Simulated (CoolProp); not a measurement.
Vapour-liquid equilibrium of carbon dioxide (1) + R143a (2) at 248.8 K; x and y are mole fractions of (1).

Values from CoolProp's multi-fluid Helmholtz-energy mixture model, Span 1996 and Lemmon and Jacobsen 2000; pair parameters Bell 2016.

Give the bubble pressure and the first vapour's composition at x = 0.2, 0.65, 0.8. Is there an azeotrope?

x = 0.2: 0.5450 MPa, y = 0.581; x = 0.65: 1.239 MPa, y = 0.900; x = 0.8: 1.439 MPa, y = 0.943. No azeotrope shows between x = 0.05 and 0.95.

The pair parameters rest on a limited set of measurements; away from them the model extrapolates. The gap from Raoult's law changes sign with composition, which may be real or a fault of the pair parameters; it wasn't checked against measurements.
